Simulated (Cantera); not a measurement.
Input (Python, Cantera) and output of one run.

```python
import numpy as np
import cantera as ct

gas_names = """
    F F2 H HF H2 H2F2 H3F3 H4F4 H5F5 H6F6 H7F7 N NF NF2 NF3 NH NH2 NH3 N2 N2H2 N2H4 Si SiF SiF2 SiF3
    SiF4 SiH SiHF3 SiH2 SiH2F2 SiH3 SiH3F SiH4 SiN Si2 Si2N Si3
""".split()
cond_names = """
    Si(cr) Si(L) Si3N4(a)
""".split()


# ... load() reads the species with a 1 bar reference pressure and builds the phases ...
atoms = {
    'SiF4': {'Si': 1, 'F': 4},
    'NH3': {'N': 1, 'H': 3},
    'N2': {'N': 2},
}
top_T = {'Si3N4(a)': 2400}  # K; cautious upper limits of use, not melting points


# ... equilibrate(T, P, feed) seeds the gas with the atoms and calls Mixture.equilibrate('TP', solver="vcs", rtol=1e-11, max_steps=5000) ...
results = []
feed = {'SiF4': 1, 'NH3': 3, 'N2': 9.7}  # mol
P = 16000  # Pa
for T in [1250, 1300, 1350, 1400, 1450, 1500, 1550]:
    mix = equilibrate(T, P, feed)
    results.append((T, P, feed, dict(zip(mix.species_names, mix.species_moles))))
    x = sorted(zip(gas.X, gas.species_names), reverse=True)
    print(f"T = {T:g} K  P = {P:g} Pa  gas = {mix.phase_moles(0):.4g} mol")
    print("   x: " + "  ".join(f"{s} {v:.3e}" for v, s in x if v > 0.0001))
    print("   condensed (mol): " + ("  ".join(f"{mix.phase(i).name} {mix.phase_moles(i):.4g}"
          for i in range(1, mix.n_phases) if mix.phase_moles(i) > 1e-12) or "none"))
```

Result:

```
T = 1250 K  P = 16000 Pa  gas = 16.7 mol
   x: N2 6.703e-01  H2 2.682e-01  SiF4 5.886e-02  HF 1.864e-03  SiHF3 4.788e-04  SiF3 2.382e-04
   condensed (mol): Si3N4(a) 0.001589
T = 1300 K  P = 16000 Pa  gas = 16.71 mol
   x: N2 6.702e-01  H2 2.679e-01  SiF4 5.845e-02  HF 2.380e-03  SiHF3 6.132e-04  SiF3 4.692e-04
   condensed (mol): Si3N4(a) 0.001788
T = 1350 K  P = 16000 Pa  gas = 16.71 mol
   x: N2 6.701e-01  H2 2.674e-01  SiF4 5.786e-02  HF 2.979e-03  SiF3 8.754e-04  SiHF3 7.687e-04
   condensed (mol): Si3N4(a) 0.001817
T = 1400 K  P = 16000 Pa  gas = 16.72 mol
   x: N2 6.699e-01  H2 2.669e-01  SiF4 5.702e-02  HF 3.663e-03  SiF3 1.554e-03  SiHF3 9.439e-04
   condensed (mol): Si3N4(a) 0.001521
T = 1450 K  P = 16000 Pa  gas = 16.72 mol
   x: N2 6.696e-01  H2 2.663e-01  SiF4 5.581e-02  HF 4.430e-03  SiF3 2.635e-03  SiHF3 1.136e-03
   condensed (mol): Si3N4(a) 0.000672
T = 1500 K  P = 16000 Pa  gas = 16.74 mol
   x: N2 6.692e-01  H2 2.654e-01  SiF4 5.430e-02  HF 5.633e-03  SiF3 4.013e-03  SiHF3 1.256e-03  SiF2 1.688e-04
   condensed (mol): none
T = 1550 K  P = 16000 Pa  gas = 16.75 mol
   x: N2 6.686e-01  H2 2.642e-01  SiF4 5.253e-02  HF 7.485e-03  SiF3 5.554e-03  SiHF3 1.288e-03  SiF2 3.070e-04
   condensed (mol): none
```

Cantera equilibrium calculation (NASA polynomials, part measured and part estimated; ideal gas, pure solids and liquids). The tables' values for SiF3, SiF2 are old estimates; treat these amounts as uncertain.
